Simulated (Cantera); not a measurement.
**Reactions in the system C-N-O-Ta**

Standard-state values (1 bar) from the NASA 1993 polynomials, evaluated with Cantera. Values are per mole of reaction as written; species without (g) are pure solids or liquids, kept so even where they would boil at 1 bar. TaC: taken at fixed stoichiometry.

2 Ta2O5 + 4 C + 5 N2(g) = 10 NO(g) + 4 TaC

```json
[
 {"T (K)": "873", "ΔH° (kJ)": "4403.6", "ΔS° (J/K)": "969.5", "ΔG° (kJ)": "3557.2", "log10 K": "-212.84", "condensed phases": "Ta2O5(s), C(graphite), TaC(s)"},
 {"T (K)": "1023", "ΔH° (kJ)": "4393.2", "ΔS° (J/K)": "958.5", "ΔG° (kJ)": "3412.6", "log10 K": "-174.25", "condensed phases": "Ta2O5(s), C(graphite), TaC(s)"},
 {"T (K)": "1173", "ΔH° (kJ)": "4382.3", "ΔS° (J/K)": "948.6", "ΔG° (kJ)": "3269.6", "log10 K": "-145.59", "condensed phases": "Ta2O5(s), C(graphite), TaC(s)"},
 {"T (K)": "1323", "ΔH° (kJ)": "4371.1", "ΔS° (J/K)": "939.6", "ΔG° (kJ)": "3128.0", "log10 K": "-123.50", "condensed phases": "Ta2O5(s), C(graphite), TaC(s)"},
 {"T (K)": "1473", "ΔH° (kJ)": "4359.8", "ΔS° (J/K)": "931.5", "ΔG° (kJ)": "2987.7", "log10 K": "-105.94", "condensed phases": "Ta2O5(s), C(graphite), TaC(s)"},
 {"T (K)": "1623", "ΔH° (kJ)": "4348.5", "ΔS° (J/K)": "924.2", "ΔG° (kJ)": "2848.5", "log10 K": "-91.67", "condensed phases": "Ta2O5(s), C(graphite), TaC(s)"},
 {"T (K)": "1773", "ΔH° (kJ)": "4337.1", "ΔS° (J/K)": "917.5", "ΔG° (kJ)": "2710.4", "log10 K": "-79.85", "condensed phases": "Ta2O5(s), C(graphite), TaC(s)"},
 {"T (K)": "1923", "ΔH° (kJ)": "4326.0", "ΔS° (J/K)": "911.5", "ΔG° (kJ)": "2573.2", "log10 K": "-69.90", "condensed phases": "Ta2O5(s), C(graphite), TaC(s)"},
 {"T (K)": "2073", "ΔH° (kJ)": "4073.5", "ΔS° (J/K)": "788.6", "ΔG° (kJ)": "2438.7", "log10 K": "-61.45", "condensed phases": "Ta2O5(l), C(graphite), TaC(s)"},
 {"T (K)": "2223", "ΔH° (kJ)": "4049.8", "ΔS° (J/K)": "777.6", "ΔG° (kJ)": "2321.2", "log10 K": "-54.54", "condensed phases": "Ta2O5(l), C(graphite), TaC(s)"},
 {"T (K)": "2373", "ΔH° (kJ)": "4026.7", "ΔS° (J/K)": "767.5", "ΔG° (kJ)": "2205.3", "log10 K": "-48.54", "condensed phases": "Ta2O5(l), C(graphite), TaC(s)"}
]
```
